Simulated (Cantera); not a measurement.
A perfectly stirred reactor is fed with CH4 : H2O : H2 = 1 : 1.2 : 0.73 (molar parts), at 54000 Pa; it is held at 2000 K, and followed from long to short residence time.

Cantera simulation using GRI-Mech 3.0 (53 species, 325 reactions); the numbers are that mechanism's predictions, not measurements.

One state of this run: x CH4 = 0.0290; x H2O = 0.201; x H2 = 0.620; x CH2CO = 5.45e-5; x CO = 0.0774; x C2H6 = 1.21e-5; x C2H4 = 0.000323. x: mole fraction; the columns are a selection and need not sum to one.

Which value of τ (s) does it belong to?
A) 0.0043
B) 0.016
C) 0.032
D) 0.46

B, 0.016
